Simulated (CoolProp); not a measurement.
Ethylene at several states: density (kg/m³) from the reference equation and from simpler models built on Tc = 282.4 K, pc = 5.042 MPa, ω = 0.087; each cubic takes its own stable root.

Computed with CoolProp (reference Helmholtz-energy equation of state, Smukala 2000).

```csv
T (K),p (MPa),phase,reference
123.6,0.172,liquid,629.6
165.8,20.2,liquid,590.1
427,6.75,supercritical,59.76
261.2,0.175,gas,2.295
288.8,21.5,supercritical,423.1
```

Task: How far does each simpler model (van der Waals, Redlich-Kwong, Soave-Redlich-Kwong, Peng-Robinson) lie from the reference over these 5 states: mean and median of the absolute difference, and the worst?

Result: 
- van der Waals: mean 19.2 %, median 24.4 %, worst -35.1 % at 123.6 K and 0.172 MPa
- Redlich-Kwong: mean 2.5 %, median 2.9 %, worst -4.9 % at 288.8 K and 21.5 MPa
- Soave-Redlich-Kwong: mean 2.7 %, median 2.9 %, worst -5.1 % at 288.8 K and 21.5 MPa
- Peng-Robinson: mean 4.8 %, median 5.5 %, worst +9.0 % at 165.8 K and 20.2 MPa
